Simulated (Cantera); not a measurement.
Halide evaporation, hydrolysis and transport: LiCl + O2 + N2

Input: 1 mol LiCl, 9.1 mol O2, a varied amount of N2, held at 1950 K and 0.00133 bar.

These are equilibrium values from Cantera (NASA tables, ideal gas, pure condensed phases), not measurements of a reactor. Candidate condensed phases: Li, LiCl, Li2O, Li3N; 22 gas species. Equilibrium is a limit: real reactors are often held back by kinetics, nucleation or transport.

From 5.2 mol N2 to 400 mol N2 nothing is condensed. The main Li-bearing gas is LiCl throughout.

| n(N2) (mol) | log p N2 | log p O2 | log p LiCl | log p O | log p NO | log p Cl | log p Li |
|---|---|---|---|---|---|---|---|
| 5.2 | -3.35 | -3.11 | -4.07 | -4.90 | -5.02 | -5.83 | -5.86 |
| 9 | -3.21 | -3.21 | -4.17 | -4.95 | -4.99 | -5.88 | -5.90 |
| 15 | -3.10 | -3.33 | -4.29 | -5.01 | -5.00 | -5.94 | -5.96 |
| 26 | -3.02 | -3.49 | -4.45 | -5.09 | -5.04 | -6.02 | -6.04 |
| 45 | -2.97 | -3.67 | -4.63 | -5.18 | -5.11 | -6.12 | -6.13 |
| 78 | -2.93 | -3.88 | -4.84 | -5.29 | -5.19 | -6.22 | -6.23 |
| 130 | -2.91 | -4.09 | -5.04 | -5.39 | -5.28 | -6.33 | -6.33 |
| 230 | -2.90 | -4.33 | -5.29 | -5.51 | -5.40 | -6.45 | -6.45 |
| 400 | -2.89 | -4.57 | -5.53 | -5.63 | -5.52 | -6.57 | -6.57 |
log p: log10 of the partial pressure in bar; nothing condenses.
